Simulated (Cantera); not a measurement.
**Thermodynamics of boron, boron nitride and boron oxide, feed BF₃ + H₂O + H₂**

A closed system holds: 1 mol BF₃, 0.78 mol H₂O, 110 mol H₂, at 100 Torr.

These are equilibrium values from Cantera (NASA tables, ideal gas, pure condensed phases), not measurements of a reactor. Candidate condensed phases: B, B₂O₃, B₃O₃H₃, H₂O; 43 gas species. The tables' values for BF₂ are old estimates; treat these amounts as uncertain. Gases not in the tables: H₃BO₃. The numbers say what is thermodynamically allowed, not how fast it happens.

From 973 K to 1223 K the condensed part is B₂O₃(l). From 1273 K to 1473 K nothing is condensed.

| T (K) | log p H₂ | log p HF | log p BF₃ | log p BOF | log p H₂O | log p B₃O₃F₃ | log p HBO₂ | n B₂O₃(l) |
|---|---|---|---|---|---|---|---|---|
| 973 | -0.88 | -3.07 | -3.08 | -5.62 | -3.30 | -4.08 | -6.48 | 0.0478 |
| 1023 | -0.88 | -3.03 | -3.10 | -5.13 | -3.33 | -4.06 | -6.04 | 0.0546 |
| 1073 | -0.88 | -3.00 | -3.12 | -4.69 | -3.37 | -4.05 | -5.65 | 0.0588 |
| 1123 | -0.88 | -2.97 | -3.14 | -4.29 | -3.40 | -4.05 | -5.29 | 0.0574 |
| 1173 | -0.88 | -2.95 | -3.16 | -3.93 | -3.44 | -4.06 | -4.97 | 0.0450 |
| 1223 | -0.88 | -2.93 | -3.20 | -3.60 | -3.47 | -4.08 | -4.68 | 0.0127 |
| 1273 | -0.88 | -2.90 | -3.24 | -3.37 | -3.53 | -4.31 | -4.52 | 0 |
| 1323 | -0.88 | -2.86 | -3.29 | -3.24 | -3.63 | -4.75 | -4.52 | 0 |
| 1373 | -0.88 | -2.83 | -3.35 | -3.17 | -3.76 | -5.32 | -4.60 | 0 |
| 1423 | -0.88 | -2.79 | -3.41 | -3.12 | -3.91 | -5.92 | -4.72 | 0 |
| 1473 | -0.88 | -2.77 | -3.47 | -3.10 | -4.07 | -6.51 | -4.86 | 0 |
log p: log10 of the partial pressure in bar; n: condensed amount in mol.
